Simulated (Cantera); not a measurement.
**Thermodynamics of nitride etching, feed Si3N4 + F2 + N2**

Input: 1 mol Si3N4, 6.3 mol F2, 6.1 mol N2, held at 0.230 bar.

Cantera equilibrium calculation (NASA polynomials, part measured and part estimated; ideal gas, pure solids and liquids). Candidate condensed phases: Si, Si3N4; 16 gas species. Rates play no part.

```
T (K)   x N2  x SiF4      x F      x F2     x NF3    x SiF3     x NF2
-----  -----  ------  -------  --------  --------  --------  --------
773    0.712   0.266  0.00121    0.0115   0.00964    <1e-12   5.64e-8
873    0.709   0.263  0.00682    0.0197   0.00211    <1e-12   1.78e-7
973    0.704   0.261   0.0196    0.0159  0.000243    <1e-12   2.33e-7
1073   0.698   0.258   0.0358   0.00793   1.93e-5    <1e-12   1.72e-7
1173   0.694   0.257   0.0460   0.00270   1.12e-6    <1e-12   8.16e-8
1273   0.693   0.257   0.0497  0.000826   6.83e-8    <1e-12   3.31e-8
1373   0.692   0.256   0.0507  0.000275   5.48e-9    <1e-12   1.40e-8
1473   0.692   0.256   0.0511  0.000103  5.99e-10  1.39e-12   6.49e-9
1573   0.692   0.256   0.0512   4.35e-5  8.60e-11  3.28e-11   3.29e-9
1673   0.692   0.256   0.0512   2.03e-5  1.55e-11  5.30e-10   1.80e-9
1773   0.692   0.256   0.0513   1.03e-5  3.41e-12   6.24e-9   1.06e-9
1873   0.692   0.256   0.0513   5.60e-6    <1e-12   5.64e-8  6.54e-10
1973   0.692   0.256   0.0513   3.24e-6    <1e-12   4.08e-7  4.25e-10
2073   0.692   0.256   0.0513   1.97e-6    <1e-12   2.43e-6  2.88e-10
```
x: gas mole fraction; nothing condenses.

From 773 K to 2073 K nothing is condensed. The main Si-bearing gas is SiF4 throughout.
